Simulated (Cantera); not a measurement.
Charge: 1 mol CuO, 0.41 mol H2, 5.4 mol N2, at 7.50 Torr.

Cantera equilibrium calculation (NASA polynomials, part measured and part estimated; ideal gas, pure solids and liquids). Candidate condensed phases: Cu, CuO, Cu(OH)2, Cu2O, H2O; 27 gas species. Each liquid is taken as pure. Mutual solubility and eutectic melting of coexisting phases are not modelled. The numbers say what is thermodynamically allowed, not how fast it happens.

### Question
Which condensed phases are stable at each of these points (T (K)): 723, 798, 873, 948, 1023, 1098, 1173, 1248, 1323, 1398, 1473, 1548, 1623?

### Answer
```tsv
T (K)	condensed phases	Cu condensed (%)
723	CuO(s) + Cu2O(s)	100.0
798	CuO(s) + Cu2O(s)	100.0
873	CuO(s) + Cu2O(s)	100.0
948	CuO(s) + Cu2O(s)	100.0
1023	Cu2O(s)	100.0
1098	Cu2O(s)	100.0
1173	Cu2O(s)	100.0
1248	Cu2O(s)	100.0
1323	Cu2O(s)	100.0
1398	Cu2O(s)	100.0
1473	Cu2O(s)	99.7
1548	Cu(l) + Cu2O(l)	98.9
1623	Cu(l)	96.6
```

From 723 K to 948 K the condensed part is CuO(s) + Cu2O(s). From 1023 K to 1473 K the condensed part is Cu2O(s). At 1548 K the condensed part is Cu(l) + Cu2O(l). At 1623 K the condensed part is Cu(l).
